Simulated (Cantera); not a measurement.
Feed: 1 mol Si, 1 mol Cl₂, 14 mol H₂, at 800 K and 6.90 bar.

Cantera equilibrium calculation (NASA polynomials, part measured and part estimated; ideal gas, pure solids and liquids). Candidate condensed phases: Si; 19 gas species. Equilibrium is a limit: real reactors are often held back by kinetics, nucleation or transport.

Task: What is the equilibrium state?

Result: 
| Quantity | Value |
|---|---|
| x(H₂) | 0.957 |
| x(SiHCl₃) | 0.0240 |
| x(SiCl₄) | 0.0150 |
| x(SiH₂Cl₂) | 0.00312 |
| x(HCl) | 0.000539 |
| x(SiH₃Cl) | 9.32e-5 |
| x(SiCl₃) | 6.48e-6 |
| x(SiH₄) | 1.29e-6 |
| n(Si(s)) | 0.392 mol |
| gas amount | 14.39 mol |
